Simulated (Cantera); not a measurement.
**Transport properties of process gases**

Gas mixture: 73.1 % CO2, 26.9 % N2O, at 13300 Pa, frozen composition.

Cantera's kinetic-theory transport with the Lennard-Jones parameters of GRI-Mech 3.0, ideal gas; thermal conductivity in the multicomponent form. The composition is frozen, though it would react at the higher temperatures.

```json
[
 {"T (K)": "400", "ρ (kg/m³)": "0.176", "cp (J/kg/K)": "946.6", "μ (µPa s)": "19.7", "λ (mW/m/K)": "25.3", "Pr": "0.737", "D (cm²/s) NH3": "2.14", "D (cm²/s) CH3": "2.24", "D (cm²/s) C2H2": "1.61"},
 {"T (K)": "650", "ρ (kg/m³)": "0.109", "cp (J/kg/K)": "1109", "μ (µPa s)": "29.5", "λ (mW/m/K)": "44.5", "Pr": "0.736", "D (cm²/s) NH3": "5.41", "D (cm²/s) CH3": "5.33", "D (cm²/s) C2H2": "3.89"},
 {"T (K)": "900", "ρ (kg/m³)": "0.0784", "cp (J/kg/K)": "1210", "μ (µPa s)": "37.7", "λ (mW/m/K)": "62.2", "Pr": "0.735", "D (cm²/s) NH3": "9.81", "D (cm²/s) CH3": "9.34", "D (cm²/s) C2H2": "6.87"},
 {"T (K)": "1150", "ρ (kg/m³)": "0.0614", "cp (J/kg/K)": "1274", "μ (µPa s)": "44.9", "λ (mW/m/K)": "78.1", "Pr": "0.733", "D (cm²/s) NH3": "15.2", "D (cm²/s) CH3": "14.2", "D (cm²/s) C2H2": "10.5"},
 {"T (K)": "1400", "ρ (kg/m³)": "0.0504", "cp (J/kg/K)": "1317", "μ (µPa s)": "51.5", "λ (mW/m/K)": "92.7", "Pr": "0.731", "D (cm²/s) NH3": "21.4", "D (cm²/s) CH3": "19.7", "D (cm²/s) C2H2": "14.6"},
 {"T (K)": "1650", "ρ (kg/m³)": "0.0428", "cp (J/kg/K)": "1348", "μ (µPa s)": "57.5", "λ (mW/m/K)": "106", "Pr": "0.730", "D (cm²/s) NH3": "28.3", "D (cm²/s) CH3": "26.0", "D (cm²/s) C2H2": "19.3"}
]
```
D: mixture-averaged diffusion coefficient of that species in the mixture.
